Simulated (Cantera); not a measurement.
A closed system holds: 1 mol TiO2, 2000 mol H2, 3.9 mol H2O, held at 8900 Pa.

These are equilibrium values from Cantera (NASA tables, ideal gas, pure condensed phases), not measurements of a reactor. Candidate condensed phases: H2O, Ti, TiO, TiO2, Ti2O3, Ti3O5, Ti4O7; 12 gas species. Condensed phases not in the tables: Magnéli phases beyond Ti4O7. Equilibrium is a limit: real reactors are often held back by kinetics, nucleation or transport.

x: gas mole fraction; n: condensed amount in mol.

```csv
T (K),x H2,x H,x H2O,x TiO,x TiO2,x OH,n TiO2(rutile),n Ti4O7(s),n Ti3O5(s),n Ti2O3(s),n Ti2O3(l)
1150,0.998,2.50e-7,0.00195,<1e-12,<1e-12,2.95e-12,1.00,0,0,0,0
1250,0.998,1.62e-6,0.00195,<1e-12,<1e-12,3.26e-11,1.00,0,0,0,0
1350,0.998,7.98e-6,0.00207,<1e-12,<1e-12,2.69e-10,0,0.250,0,0,0
1450,0.998,3.17e-5,0.00211,<1e-12,1.32e-12,1.61e-9,0,0,0.333,0,0
1550,0.998,0.000105,0.00211,2.66e-11,2.79e-11,7.51e-9,0,0,0.333,0,0
1650,0.998,0.000304,0.00211,6.40e-10,4.01e-10,2.91e-8,0,0,0.333,0,0
1750,0.997,0.000778,0.00211,1.06e-8,4.20e-9,9.67e-8,0,0,0.333,0,0
1850,0.996,___,0.00211,___,___,___,0,0,0.333,0,0
1950,0.994,___,0.00219,___,___,___,0,0,0,0.499,0
2050,0.990,0.00757,0.00219,7.57e-6,1.06e-6,1.83e-6,0,0,0,0.491,0
2150,0.984,0.0140,0.00220,4.14e-5,4.34e-6,4.04e-6,0,0,0,0,0.453
```

Question: Complete the blanks.

Answer: 
- 1950, x H: 0.00383
- 1950, x TiO: 1.09e-6
- 1950, x TiO2: 2.10e-7
- 1950, x OH: 7.67e-7
- 1850, x H: 0.00180
- 1850, x TiO: 1.27e-7
- 1850, x TiO2: 3.37e-8
- 1850, x OH: 2.82e-7
